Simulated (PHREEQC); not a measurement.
A made-up water analysis in mg/L, 40 °C, pH 5.74, pe -0.1:

```tsv
constituent	mg/L
Na	0.0157
K	0.00325
Ca	0.0044
Mg	0.00189
Cl	0.0139
S(6) as SO4	0.00653
Alkalinity as HCO3	0.0352
Sr	1.72e-05
Mn(2)	3.04e-05
Fe(2)	2.68e-05
```

Na is adjusted to close the charge balance.
Valence states are taken as typed.

All values are PHREEQC results (ion-association model, phreeqc.dat), not measurements.

Each row changes one thing in this solution. No solid was allowed to form.

```json
[
 {"case": "as made", "ionic strength (mol/kgw)": "3.18e-6", "CO2 (mol/kgw)": "8.59e-6", "HCO3- (mol/kgw)": "2.38e-6", "CO3-2 (mol/kgw)": "7.92e-11", "HSO4- (mol/kgw)": "1.69e-11", "SI of Rhodochrosite (MnCO3)": "-8.19", "SI of Siderite (FeCO3)": "-8.45"},
 {"case": "temperature from 40 to 50 °C at the same typed pH", "ionic strength (mol/kgw)": "3.18e-6", "CO2 (mol/kgw)": "8.31e-6", "HCO3- (mol/kgw)": "2.37e-6", "CO3-2 (mol/kgw)": "___", "HSO4- (mol/kgw)": "2.17e-11", "SI of Rhodochrosite (MnCO3)": "-8.11", "SI of Siderite (FeCO3)": "-8.35"},
 {"case": "Fe(2) from 2.68e-05 to 5.36e-05 mg/L", "ionic strength (mol/kgw)": "3.19e-6", "CO2 (mol/kgw)": "8.59e-6", "HCO3- (mol/kgw)": "2.38e-6", "CO3-2 (mol/kgw)": "7.92e-11", "HSO4- (mol/kgw)": "1.69e-11", "SI of Rhodochrosite (MnCO3)": "-8.19", "SI of Siderite (FeCO3)": "-8.15"},
 {"case": "all concentrations times 3 at the same typed pH", "ionic strength (mol/kgw)": "5.92e-6", "CO2 (mol/kgw)": "1.28e-5", "HCO3- (mol/kgw)": "3.55e-6", "CO3-2 (mol/kgw)": "___", "HSO4- (mol/kgw)": "5.06e-11", "SI of Rhodochrosite (MnCO3)": "-7.54", "SI of Siderite (FeCO3)": "___"}
]
```

Question: Complete the blanks.

Answer: 
- temperature from 40 to 50 °C at the same typed pH, CO3-2 (mol/kgw): 8.77e-11
- all concentrations times 3 at the same typed pH, CO3-2 (mol/kgw): 1.18e-10
- all concentrations times 3 at the same typed pH, SI of Siderite (FeCO3): -7.80

Species that the database lacks are ignored. Constants without temperature data keep their 25 °C values here.
